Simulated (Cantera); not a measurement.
A Cantera script and its output.

```python
import numpy as np
import cantera as ct

gas = ct.Solution("gri30.yaml")
gas.TPX = 1373, 101325, {'CH4': 1, 'O2': 6.06, 'N2': 22.8}
reactor = ct.IdealGasReactor(gas, energy="on", clone=False)
net = ct.ReactorNet([reactor])
net.rtol, net.atol = 1e-08, 1e-16
show = ['CH4', 'O2', 'CH3', 'NO', 'N2O']
times = np.geomspace(5e-06, 0.6, 11)

steps = ct.SolutionArray(gas, extra=["t"])
rows = []
print(f"{'t/s':>10s}{'T/K':>9s}{'P/Pa':>11s}" + "".join(f"{s:>11s}" for s in show))
for t in times:
    while net.time < t:
        t_next = net.step()
        steps.append(gas.state, t=t_next)
    rows.append([np.interp(t, steps.t, y) for y in (steps.T, steps.P, *steps(*show).X.T)])
    print(f"{t:10.3e}{rows[-1][0]:9.1f}{rows[-1][1]:11.4g}" + "".join(f"{x:11.3e}" for x in rows[-1][2:]))
rate = np.gradient(steps.T, steps.t)
print("integrator steps:", len(steps.t))
if steps.T.max() > steps.T[0] + 200:
    print(f"time of steepest temperature rise: {steps.t[rate.argmax()]:.4e} s")
gas.TPX = 1373, 101325, {'CH4': 1, 'O2': 6.06, 'N2': 22.8}
gas.equilibrate("UV")
print(f"equilibrium (UV): T = {gas.T:.1f} K  " + "  ".join(f"{s} {gas[s].X[0]:.3e}" for s in show))
```

It prints:

```
       t/s      T/K       P/Pa        CH4         O2        CH3         NO        N2O
 5.000e-06   1373.0  1.013e+05  3.349e-02  2.029e-01  3.329e-08  1.877e-18  2.042e-14
 1.610e-05   1373.0  1.013e+05  3.349e-02  2.029e-01  1.148e-07  1.155e-17  1.166e-13
 5.186e-05   1373.0  1.013e+05  3.349e-02  2.029e-01  4.083e-07  6.460e-17  8.790e-13
 1.670e-04   1373.0  1.013e+05  3.349e-02  2.029e-01  1.748e-06  5.257e-16  7.767e-12
 5.378e-04   1373.0  1.013e+05  3.347e-02  2.029e-01  1.245e-05  8.498e-15  6.763e-11
 1.732e-03   1376.7  1.016e+05  3.282e-02  2.025e-01  9.378e-05  3.455e-13  7.271e-10
 5.578e-03   2254.3  1.667e+05  1.926e-21  1.345e-01  1.457e-20  2.772e-04  7.267e-07
 1.796e-02   2251.8  1.665e+05  1.849e-21  1.340e-01  1.389e-20  1.278e-03  7.232e-07
 5.785e-02   2244.9   1.66e+05  1.654e-21  1.327e-01  1.221e-20  3.954e-03  7.178e-07
 1.863e-01   2233.5  1.651e+05  1.369e-21  1.305e-01  9.816e-21  8.364e-03  7.209e-07
 6.000e-01   2228.4  1.647e+05  1.254e-21  1.296e-01  8.879e-21  1.035e-02  7.267e-07
integrator steps: 1840
time of steepest temperature rise: 2.8028e-03 s
equilibrium (UV): T = 2228.3 K  CH4 1.964e-21  O2 1.296e-01  CH3 1.390e-20  NO 1.040e-02  N2O 7.269e-07
```

Computed with Cantera and GRI-Mech 3.0 (53 species, 325 reactions).
